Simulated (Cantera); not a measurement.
An isothermal, constant-pressure homogeneous reactor starts with CO : O2 : H2O : N2 = 0.0016 : 0.02 : 0.00039 : 1 (molar parts), at 1423 K and 600000 Pa.

Detailed kinetics in Cantera: GRI-Mech 3.0 (53 species, 325 reactions).

One state of this run: x CO = 1.38e-7; x O2 = 0.0188; x H2O = 0.000381; x N2O = 8.45e-8; x H2O2 = 2.51e-11. x: mole fraction; the columns are a selection and need not sum to one.

**Question.** Which value of t (s) does it belong to?
A. 0.978
B. 0.209
C. 0.00956
D. 2.00e-5

**Answer.** B, 0.209
